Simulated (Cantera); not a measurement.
A freely propagating, adiabatic, planar premixed flame of 52.2 % H2, 10.0 % O2, 37.8 % N2, equivalence ratio 2.6, unburnt at 550 K and 1.38 atm; unity-Lewis-number transport, grid criteria slope 0.08 and curve 0.16, no radiation.

Detailed kinetics in Cantera: the H2/O2 subset of GRI-Mech 3.0, which has no nitrogen chemistry. Unity Lewis numbers drop preferential diffusion, which matters most where H2 and H carry the flame. Burning velocities carry a grid error of a few per cent, more on coarse grids.

**Question.** Predict: laminar burning velocity; thermal thickness; peak x(HO2); peak x(OH); peak x(H).

**Answer.** 
| Property | Result |
|---|---|
| laminar burning velocity | 442 cm/s |
| thermal thickness | 0.278 mm |
| peak x(HO2) | 0.000257 |
| peak x(OH) | 0.00207 |
| peak x(H) | 0.0717 |
